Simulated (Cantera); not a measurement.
A perfectly stirred reactor is fed with CH4 : O2 : N2 : H2O = 1 : 1.82 : 6.84 : 0.23 (molar parts), at 0.230 bar; it is adiabatic with a 450 K inlet, and is followed from long to short residence time, starting on the burning branch (τ in s: 0.048, 0.015, 0.0048, 0.0015, 0.00048, 0.00015, 4.8e-05, 1.5e-05, 4.9e-06).

Cantera simulation using GRI-Mech 3.0 (53 species, 325 reactions); the numbers are that mechanism's predictions, not measurements.

Question: Predict: blow-out, bracketed by the residence times tried; x(CH4) at τ = 48.0 ms; x(O2) at τ = 48.0 ms; x(H2O) at τ = 48.0 ms; x(H) at τ = 48.0 ms; x(O) at τ = 48.0 ms; x(CH4) at τ = 0.480 ms; x(O2) at τ = 0.480 ms; x(H2O) at τ = 0.480 ms; x(H) at τ = 0.480 ms; x(O) at τ = 0.480 ms.

Answer: 
| Quantity | Result |
|---|---|
| blow-out, bracketed by the residence times tried | burning at 0.480 ms, out at 0.150 ms |
| x(CH4) at τ = 48.0 ms | 1.22e-5 |
| x(O2) at τ = 48.0 ms | 0.00600 |
| x(H2O) at τ = 48.0 ms | 0.195 |
| x(H) at τ = 48.0 ms | 0.00496 |
| x(O) at τ = 48.0 ms | 0.00128 |
| x(CH4) at τ = 0.480 ms | 0.000755 |
| x(O2) at τ = 0.480 ms | 0.0205 |
| x(H2O) at τ = 0.480 ms | 0.174 |
| x(H) at τ = 0.480 ms | 0.0152 |
| x(O) at τ = 0.480 ms | 0.00397 |
